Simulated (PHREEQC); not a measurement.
**Acid mine or pickling water**

Synthetic water in mg/kgw, 25 °C, pH 1.97, pe 9.5:

```
constituent  mg/kgw
-----------  ------
Na             2180
K              97.6
Ca              135
Mg              326
Cl              207
S(6) as SO4    6900
Zn             34.6
```

Cl is adjusted to close the charge balance.
Valence states are taken as typed.

All values are PHREEQC results (ion-association model, phreeqc.dat), not measurements.

Each row changes one thing in this solution. Precipitation was switched off in this run.

```
case                                               ionic strength (mol/kgw)  Na+ (mol/kgw)  SO4-2 (mol/kgw)  HSO4- (mol/kgw)  Mg+2 (mol/kgw)  MgSO4 (mol/kgw)  SI of Gypsum (CaSO4:2H2O)  SI of Halite (NaCl)
-------------------------------------------------  ------------------------  -------------  ---------------  ---------------  --------------  ---------------  -------------------------  -------------------
as made                                                               0.172         0.0892           0.0403           0.0172         0.00671          0.00670                      -0.53                -4.60
all concentrations times 3 at the same typed pH                       0.452          0.252            0.116           0.0352          0.0158           0.0244                      +0.06                -4.33
temperature from 25 to 35 °C at the same typed pH                     0.168         0.0894           0.0373           0.0199         0.00620          0.00720                      -0.56                -4.55
Zn from 34.6 to 69.2 mg/kgw                                           0.173         0.0893           0.0401           0.0171         0.00674          0.00667                      -0.53                -4.58
```

Complexes and solids missing from the database can't appear. Some of these states are supersaturated (in Gypsum, for instance).
